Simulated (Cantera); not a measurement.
Charge: 1 mol PbO, 0.044 mol H2, a varied amount of N2, equilibrated at 1223.15 K and 860 Pa.

Cantera equilibrium calculation (NASA polynomials, part measured and part estimated; ideal gas, pure solids and liquids). Candidate condensed phases: H2O, Pb, PbO, PbO2, Pb3O4; 27 gas species. Gases not in the tables: (PbO)n polymers. Equilibrium is a limit: real reactors are often held back by kinetics, nucleation or transport.

Question: Which condensed phases are stable at each of these points (n(N2) (mol)): 1.2, 1.7, 2.6, 3.9, 5.9, 8.8, 13, 20, 30, 45, 67?

Answer: 
```json
[
 {"n(N2) (mol)": "1.2", "condensed phases": "PbO(l)", "Pb condensed (%)": "93.9"},
 {"n(N2) (mol)": "1.7", "condensed phases": "PbO(l)", "Pb condensed (%)": "93.3"},
 {"n(N2) (mol)": "2.6", "condensed phases": "PbO(l)", "Pb condensed (%)": "92.1"},
 {"n(N2) (mol)": "3.9", "condensed phases": "PbO(l)", "Pb condensed (%)": "90.5"},
 {"n(N2) (mol)": "5.9", "condensed phases": "PbO(l)", "Pb condensed (%)": "87.8"},
 {"n(N2) (mol)": "8.8", "condensed phases": "PbO(l)", "Pb condensed (%)": "83.9"},
 {"n(N2) (mol)": "13", "condensed phases": "PbO(l)", "Pb condensed (%)": "78.0"},
 {"n(N2) (mol)": "20", "condensed phases": "PbO(l)", "Pb condensed (%)": "67.9"},
 {"n(N2) (mol)": "30", "condensed phases": "PbO(l)", "Pb condensed (%)": "53.1"},
 {"n(N2) (mol)": "45", "condensed phases": "PbO(l)", "Pb condensed (%)": "30.7"},
 {"n(N2) (mol)": "67", "condensed phases": "gas only", "Pb condensed (%)": "0.0"}
]
```

From 1.2 mol N2 to 45 mol N2 the condensed part is PbO(l). At 67 mol N2 nothing is condensed. The share of Pb in condensed phases is highest at 1.2 mol N2 (93.9 %) and lowest at 67 mol N2 (0.0 %).
